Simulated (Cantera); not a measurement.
A closed system holds: 1 mol MgO, 6.6 mol C, 0.12 mol CO, at 2400 K and 690000 Pa.

These are equilibrium values from Cantera (NASA tables, ideal gas, pure condensed phases), not measurements of a reactor. Candidate condensed phases: C, Mg, MgCO3, MgO; 15 gas species. Rates play no part.

Base state: CO 0.528, Mg 0.472, Mg2 0.000123, CO2 1.03e-5 (mole fractions); condensed: C(graphite).

What changes in the equilibrium state with this change: MgO replaced by CuO?


| species | before | after |
|---|---|---|
| CO | 0.528 | 0.986 |
| Cu | 0 | 0.0135 |
| Cu2 | 0 | 0.000169 |
| Mg | 0.472 | 0 |
| Mg2 | 0.000123 | 0 |
| CO2 | 1.03e-5 | 3.58e-5 |
| C(graphite), mol | 5.60 | 5.60 |
| Cu(l), mol | 0 | 0.984 |
Further candidate phases: Cu, CuO, Cu2O.

What changes in the equilibrium state with this change: MgO replaced by PbO?


```csv
species,before,after
CO,0.528,0.530
Pb,0,0.466
Pb2,0,0.00374
Mg,0.472,0
Mg2,0.000123,0
CO2,1.03e-5,1.03e-5
"C(graphite), mol",5.60,5.60
```
Further candidate phases: Pb, PbO, PbO2, Pb3O4.
